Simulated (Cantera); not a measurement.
Input: 1 mol Si, 1.7 mol H2, 0.6 mol HCl, held at 825 K and 3.90 bar.

Equilibrium computed with Cantera from the NASA thermochemical tables; the gas is ideal and each condensed phase is pure. Candidate condensed phases: Si; 19 gas species. The tables' values for SiCl3 are old estimates; treat these amounts as uncertain. The numbers say what is thermodynamically allowed, not how fast it happens.

### Question
What is the equilibrium state?

### Answer
```
Quantity       Result
----------  ---------
x(H2)           0.917
x(SiHCl3)      0.0406
x(SiCl4)       0.0380
x(SiH2Cl2)    0.00365
x(HCl)        0.00106
x(SiH3Cl)     7.70e-5
x(SiCl3)      2.42e-5
x(SiCl2)      1.36e-6
n(Si(s))    0.825 mol
gas amount  2.125 mol
```
